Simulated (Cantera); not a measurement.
Al₂O₃ + H₂ + N₂ (hydrogen reduction and annealing atmospheres)

Input: 1 mol Al₂O₃, 98 mol H₂, 40 mol N₂, equilibrated at 0.670 bar.

Cantera equilibrium calculation (NASA polynomials, part measured and part estimated; ideal gas, pure solids and liquids). Candidate condensed phases: Al, AlN, Al₂O₃, H₂O; 35 gas species. Mutual solubility and eutectic melting of coexisting phases are not modelled. Condensed phases not in the tables: aluminium oxynitride. Rates play no part.

```json
[
 {"T (°C)": "1275", "log p H₂": "-0.32", "log p N₂": "-0.71", "log p H": "-4.67", "log p H₂O": "-5.07", "n AlN(s)": "0.00117", "n Al₂O₃(s)": "0.999"},
 {"T (°C)": "1325", "log p H₂": "-0.32", "log p N₂": "-0.71", "log p H": "-4.44", "log p H₂O": "-4.97", "n AlN(s)": "0.00147", "n Al₂O₃(s)": "0.999"},
 {"T (°C)": "1375", "log p H₂": "-0.32", "log p N₂": "-0.71", "log p H": "-4.21", "log p H₂O": "-4.88", "n AlN(s)": "0.00181", "n Al₂O₃(s)": "0.999"},
 {"T (°C)": "1425", "log p H₂": "-0.32", "log p N₂": "-0.71", "log p H": "-4.00", "log p H₂O": "-4.79", "n AlN(s)": "0.00219", "n Al₂O₃(s)": "0.999"},
 {"T (°C)": "1475", "log p H₂": "-0.32", "log p N₂": "-0.71", "log p H": "-3.80", "log p H₂O": "-4.71", "n AlN(s)": "0.00259", "n Al₂O₃(s)": "0.999"},
 {"T (°C)": "1525", "log p H₂": "-0.32", "log p N₂": "-0.71", "log p H": "-3.61", "log p H₂O": "-4.64", "n AlN(s)": "0.00295", "n Al₂O₃(s)": "0.998"},
 {"T (°C)": "1575", "log p H₂": "-0.32", "log p N₂": "-0.71", "log p H": "-3.44", "log p H₂O": "-4.57", "n AlN(s)": "0.00304", "n Al₂O₃(s)": "0.998"},
 {"T (°C)": "1625", "log p H₂": "-0.32", "log p N₂": "-0.71", "log p H": "-3.27", "log p H₂O": "-4.50", "n AlN(s)": "0.00226", "n Al₂O₃(s)": "0.998"},
 {"T (°C)": "1675", "log p H₂": "-0.32", "log p N₂": "-0.71", "log p H": "-3.11", "log p H₂O": "-4.40", "n AlN(s)": "0", "n Al₂O₃(s)": "0.997"},
 {"T (°C)": "1725", "log p H₂": "-0.32", "log p N₂": "-0.71", "log p H": "-2.96", "log p H₂O": "-4.19", "n AlN(s)": "0", "n Al₂O₃(s)": "0.995"},
 {"T (°C)": "1775", "log p H₂": "-0.32", "log p N₂": "-0.71", "log p H": "-2.81", "log p H₂O": "-4.00", "n AlN(s)": "0", "n Al₂O₃(s)": "0.992"}
]
```
log p: log10 of the partial pressure in bar; n: condensed amount in mol.

From 1275 °C to 1625 °C the condensed part is AlN(s) + Al₂O₃(s). From 1675 °C to 1775 °C the condensed part is Al₂O₃(s).
